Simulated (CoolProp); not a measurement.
Model: reference Helmholtz-energy equation of state, Lemmon 2006, in CoolProp. It is a short technical equation, of lower accuracy than the large ones.

Task: For hydrogen sulfide, give the phase and the cp (kJ/(kg K)), cv (kJ/(kg K)), Joule-Thomson coefficient (K/MPa) at 738.7 K and 172 kPa; 738.7 K and 3830 kPa; 738.7 K and 5960 kPa.

Result: 
- 738.7 K and 172 kPa: gas; cp 1.22, cv 0.975, Joule-Thomson coefficient 2.30
- 738.7 K and 3830 kPa: gas; cp 1.25, cv 0.981, Joule-Thomson coefficient 2.21
- 738.7 K and 5960 kPa: gas; cp 1.27, cv 0.984, Joule-Thomson coefficient 2.15
